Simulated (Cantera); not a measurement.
A perfectly stirred reactor is fed with CH4 : N2 = 1 : 190 (molar parts), at 1.13 Torr; it is held at 1648 K, and followed from long to short residence time.

Computed with Cantera and GRI-Mech 3.0 (53 species, 325 reactions). GRI-Mech 3.0 stops at C3 and has no aromatics, soot or wall deposition, so with more carbon than oxygen in the feed, carbon stays in small species such as C2H2 where larger ones or solid carbon would form. Radical loss at walls, strong at low pressure, is not modelled.

**Question.** What does this change do: 8 parts H2O added?

**Answer.** 
| quantity | before | after |
|---|---|---|
| x(CH4) at τ = 15.0 s | 0.00235 | 0.00227 |
| x(HCN) at τ = 15.0 s | 1.94e-6 | 1.13e-6 |
| x(CH2) at τ = 15.0 s | 2.06e-7 | 2.36e-7 |
| x(H) at τ = 15.0 s | 1.16e-5 | 1.22e-5 |
| x(CH3) at τ = 15.0 s | 0.000114 | 0.000107 |
| x(CH4) at τ = 42.0 ms | 0.00523 | 0.00502 |
| x(HCN) at τ = 42.0 ms | <1e-12 | <1e-12 |
| x(CH2) at τ = 42.0 ms | 1.85e-10 | 1.76e-10 |
| x(H) at τ = 42.0 ms | 1.52e-7 | 1.25e-7 |
| x(CH3) at τ = 42.0 ms | 3.01e-6 | 3.41e-6 |

**Question.** What does this change do: N2 190 to 47 parts?

**Answer.** 
| quantity | before | after |
|---|---|---|
| x(CH4) at τ = 15.0 s | 0.00235 | 0.00758 |
| x(HCN) at τ = 15.0 s | 1.94e-6 | 2.27e-6 |
| x(CH2) at τ = 15.0 s | 2.06e-7 | 3.41e-7 |
| x(H) at τ = 15.0 s | 1.16e-5 | 3.37e-5 |
| x(CH3) at τ = 15.0 s | 0.000114 | 0.000252 |
| x(CH4) at τ = 42.0 ms | 0.00523 | 0.0208 |
| x(HCN) at τ = 42.0 ms | <1e-12 | <1e-12 |
| x(CH2) at τ = 42.0 ms | 1.85e-10 | 5.26e-10 |
| x(H) at τ = 42.0 ms | 1.52e-7 | 1.71e-7 |
| x(CH3) at τ = 42.0 ms | 3.01e-6 | 1.28e-5 |

**Question.** What does this change do: temperature 1648 to 1550 K?

**Answer.** 
```
quantity                 before     after
---------------------  --------  --------
x(CH4) at τ = 15.0 s    0.00235   0.00400
x(HCN) at τ = 15.0 s    1.94e-6   7.40e-8
x(CH2) at τ = 15.0 s    2.06e-7   5.53e-8
x(H) at τ = 15.0 s      1.16e-5   2.29e-6
x(CH3) at τ = 15.0 s   0.000114   8.23e-5
x(CH4) at τ = 42.0 ms   0.00523   0.00524
x(HCN) at τ = 42.0 ms    <1e-12    <1e-12
x(CH2) at τ = 42.0 ms  1.85e-10  6.21e-12
x(H) at τ = 42.0 ms     1.52e-7   3.42e-8
x(CH3) at τ = 42.0 ms   3.01e-6   5.38e-7
```
